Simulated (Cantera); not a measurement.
A freely propagating, adiabatic, planar premixed flame of H2 : O2 : N2 = 1 : 0.172 : 0.648 (molar parts), equivalence ratio 2.9, unburnt at 325 K and 4.34 atm; mixture-averaged transport, grid criteria slope 0.08 and curve 0.16, no radiation.

Cantera simulation using the H2/O2 subset of GRI-Mech 3.0, which has no nitrogen chemistry; the numbers are that mechanism's predictions, not measurements. The hydrogen kinetics of GRI-Mech 3.0 are dated; newer H2 mechanisms differ, most at raised pressure. Burning velocities carry a grid error of a few per cent, more on coarse grids.

### Question
What does this change do: inlet temperature 325 to 623 K?

### Answer
```
quantity                     before      after
------------------------  ---------  ---------
laminar burning velocity   227 cm/s   835 cm/s
thermal thickness         0.0665 mm  0.0754 mm
peak x(H)                    0.0253     0.0472
peak x(OH)                 0.000721    0.00161
peak x(HO2)                0.000841   0.000635
peak x(O)                  0.000524    0.00118
```
